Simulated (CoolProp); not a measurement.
Saturation properties of R141b.

Values from CoolProp's reference Helmholtz-energy equation of state, Lemmon 2006. It is a short technical equation, of lower accuracy than the large ones.

```
T (°C)  p (kPa)  liquid density (kg/m³)  enthalpy of vaporisation (kJ/kg)
------  -------  ----------------------  --------------------------------
-16.85    12.27                    1312                               [?]
4.85      34.89                    1272                             235.4
26.45       [?]                    1231                             225.4
48.05     172.2                    1188                             214.8
69.65     322.0                    1143                             203.3
91.25     554.3                    1094                             190.5
112.95    895.0                     [?]                             175.8
134.55     1367                   979.3                             158.7
156.15     2000                   908.3                             137.7
177.75     2829                   817.2                             109.7
```

Problem. Complete the blanks.

Solution. 
- -16.85, enthalpy of vaporisation (kJ/kg): 245.2
- 26.45, p (kPa): 82.88
- 112.95, liquid density (kg/m³): 1040

It boils at 32.0 °C under 1 atm.
